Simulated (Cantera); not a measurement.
Charge: 1 mol CH₃SiCl₃, 32 mol H₂, held at 12000 Pa.

Method: chemical equilibrium by Gibbs-energy minimisation in Cantera with the NASA 1993 tables (ideal gas, pure condensed phases). Candidate condensed phases: C, C₆H₆, C₇H₈, C₈H₁₈, Si, SiC; 109 gas species. The feed counts by its element totals alone. The tables' values for SiCl are old estimates; treat these amounts as uncertain. Gases not in the tables: Si₂H₆ and higher silanes. Equilibrium is a limit: real reactors are often held back by kinetics, nucleation or transport.

Task: At 1825 °C, list the 5 most abundant gas species with their mole fractions, and the condensed phases.

Result: H₂ 0.907, HCl 0.0816, H 0.00846, SiCl₂ 0.00151, C₂H₂ (acetylene) 0.000842. Condensed: SiC(s).
